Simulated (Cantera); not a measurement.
Charge: 1 mol Si, 1.3 mol Cl2.

Cantera equilibrium calculation (NASA polynomials, part measured and part estimated; ideal gas, pure solids and liquids). Candidate condensed phases: Si; 9 gas species. The tables' values for SiCl3 are old estimates. Rates play no part.

Stable condensed phases, one row left out:

```
T in K \ P in Pa
              1    4.2     18     75    320   1300   5600  24000 100000
   1350       A      A      A      A      A      B      B      B      B
   1250       A      A      A      B      B      B      B      B      B
   1150       A      A      B      B      B      B      B      B      B
    950       B      B      B      B      B      B      B      B      B
    850       B      B      B      B      B      B      B      B      B
    750       B      B      B      B      B      B      B      B      B
    650       B      B      B      B      B      B      B      B      B
    550       B      B      B      B      B      B      B      B      B
```

A: gas only; B: Si.

Problem. Give the row for 1050 K.

Solution. 1: Si; 4.2: Si; 18: Si; 75: Si; 320: Si; 1300: Si; 5600: Si; 24000: Si; 100000: Si.
